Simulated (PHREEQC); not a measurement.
Make-up at 25 °C: 0.0073 mol NH4Br per kg of water. Closed to the air; pH follows from the charge balance.

Model: ion-association model, phreeqc.dat, run in PHREEQC.

This is a speciation only: nothing precipitates in the calculation.

Predict the pH.

pH 5.73.
